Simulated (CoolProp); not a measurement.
Vapour pressure (MPa) of CH2F2 (R32): the reference equation beside estimates from Tc = 351.3 K, pc = 5.783 MPa, ω = 0.277. Clausius-Clapeyron is anchored at 288.4 K with a constant enthalpy of vaporisation of 15.07 kJ/mol.

Computed with CoolProp (reference Helmholtz-energy equation of state, Tillner-Roth 1997).

```tsv
T (K)	reference	Lee-Kesler	Clausius-Clapeyron	van der Waals	Redlich-Kwong	Soave-Redlich-Kwong	Peng-Robinson
268.5	0.6987	0.7070	0.8097	1.790	1.019	0.7081	0.7004
272.5	?	0.8065	0.8940	1.920	1.138	0.8084	0.7990
276.5	0.9040	0.9160	0.9843	2.056	1.266	0.9192	0.9079
280.5	?	1.036	1.081	2.199	1.404	1.041	1.028
284.5	1.152	1.168	1.184	2.347	1.552	1.174	1.159
288.4	1.290	1.307	1.290	2.497	1.706	1.316	1.299
292.4	1.444	1.463	1.406	2.658	1.874	1.475	1.455
296.4	1.612	1.632	1.528	2.824	2.054	1.647	1.625
300.4	1.794	1.815	1.658	2.997	2.245	1.833	1.809
304.4	1.991	2.012	?	3.177	2.447	2.035	2.009
```

Problem. Some entries are withheld; supply them.

Solution. 
- 272.5, reference: 0.7963
- 280.5, reference: 1.022
- 304.4, Clausius-Clapeyron: 1.795

Absolute difference from the reference over all 10 rows, mean and median: Lee-Kesler 1.3 and 1.3 %, Clausius-Clapeyron 7.1 and 6.7 %, van der Waals 102.3 and 98.6 %, Redlich-Kwong 33.8 and 33.5 %, Soave-Redlich-Kwong 1.9 and 2.0 %, Peng-Robinson 0.6 and 0.7 %.
